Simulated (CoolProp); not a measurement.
Saturation properties of isobutane.

Values from CoolProp's reference Helmholtz-energy equation of state, Bücker 2006.

| T (°C) | p (bar) | enthalpy of vaporisation (kJ/kg) | liquid cp (kJ/(kg K)) | surface tension (mN/m) | liquid conductivity (mW/(m K)) |
|---|---|---|---|---|---|
| 20.55 | ___ | 333.7 | 2.402 | 10.5 | 90.8 |
| 25.25 | 3.532 | ___ | 2.432 | 9.98 | 89.1 |
| 29.85 | 4.030 | 323.5 | 2.462 | 9.47 | 87.5 |
| 34.45 | 4.579 | 318.2 | 2.494 | 8.96 | 85.9 |
| 39.15 | 5.194 | 312.6 | 2.529 | 8.45 | 84.3 |
| 43.75 | 5.855 | 306.9 | 2.564 | 7.95 | 82.8 |
| 48.35 | 6.575 | 300.9 | 2.601 | ___ | 81.3 |
| 53.05 | 7.377 | 294.7 | 2.641 | 6.95 | 79.8 |
| 57.65 | 8.229 | 288.2 | 2.683 | 6.47 | 78.3 |
| 62.25 | 9.152 | 281.6 | 2.728 | 5.99 | 76.9 |
| 66.95 | 10.17 | 274.4 | 2.778 | 5.51 | 75.5 |
| 71.55 | 11.25 | 267.1 | 2.831 | 5.05 | 74.2 |
| 76.15 | 12.40 | 259.4 | 2.889 | 4.59 | 72.9 |

Q: Some entries are withheld; supply them.

A: 
- 20.55, p (bar): 3.073
- 25.25, enthalpy of vaporisation (kJ/kg): 328.6
- 48.35, surface tension (mN/m): 7.45

It boils at -11.7 °C under 1 atm.

Thermal conductivity comes from a separate model (Perkins 2002). Surface tension comes from a separate correlation (Mulero 2012).
